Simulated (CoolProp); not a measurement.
Values from CoolProp's reference Helmholtz-energy equation of state, Leachman 2009.

Question: For normal hydrogen, give the phase and the viscosity (µPa s), conductivity (mW/(m K)) at 56.9 K and 1530 kPa; 126.2 K and 1530 kPa; 334 K and 1530 kPa.

Answer: 
- 56.9 K and 1530 kPa: supercritical; viscosity 2.87, conductivity 49.2
- 126.2 K and 1530 kPa: supercritical; viscosity 4.94, conductivity 88.7
- 334 K and 1530 kPa: supercritical; viscosity 9.63, conductivity 204

Viscosity comes from a separate model (Muzny 2013). Thermal conductivity comes from a separate model (Assael 2011).
